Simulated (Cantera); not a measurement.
A Cantera script and what it prints.

```python
import numpy as np
import cantera as ct

gas_names = """
    F F2 H HF H2 H2F2 H3F3 H4F4 H5F5 H6F6 H7F7 Si SiF SiF2 SiF3 SiF4 SiH SiHF3 SiH2 SiH2F2 SiH3 SiH3F
    SiH4 Si2 Si3
""".split()
cond_names = """
    Si(cr) Si(L)
""".split()


# ... load() reads the species with a 1 bar reference pressure and builds the phases ...
atoms = {
    'Si': {'Si': 1},
    'F2': {'F': 2},
    'H2': {'H': 2},
}
top_T = {}  # K; cautious upper limits of use, not melting points


# ... equilibrate(T, P, feed) seeds the gas with the atoms and calls Mixture.equilibrate('TP', solver="vcs", rtol=1e-11, max_steps=5000) ...
results = []
feed = {'Si': 1, 'F2': 4, 'H2': 1.9}  # mol
T = 1298  # K
P = 2900  # Pa
mix = equilibrate(T, P, feed)
results.append((T, P, feed, dict(zip(mix.species_names, mix.species_moles))))
x = sorted(zip(gas.X, gas.species_names), reverse=True)
print(f"T = {T:g} K  P = {P:g} Pa  gas = {mix.phase_moles(0):.4g} mol")
print("   x: " + "  ".join(f"{s} {v:.3e}" for v, s in x if v > 1e-06))
print("   condensed (mol): " + ("  ".join(f"{mix.phase(i).name} {mix.phase_moles(i):.4g}"
      for i in range(1, mix.n_phases) if mix.phase_moles(i) > 1e-12) or "none"))
```

Result:

```
T = 1298 K  P = 2900 Pa  gas = 5 mol
   x: HF 7.600e-01  SiF4 2.000e-01  F 3.990e-02  F2 4.969e-05
   condensed (mol): none
```

Cantera equilibrium calculation (NASA polynomials, part measured and part estimated; ideal gas, pure solids and liquids).
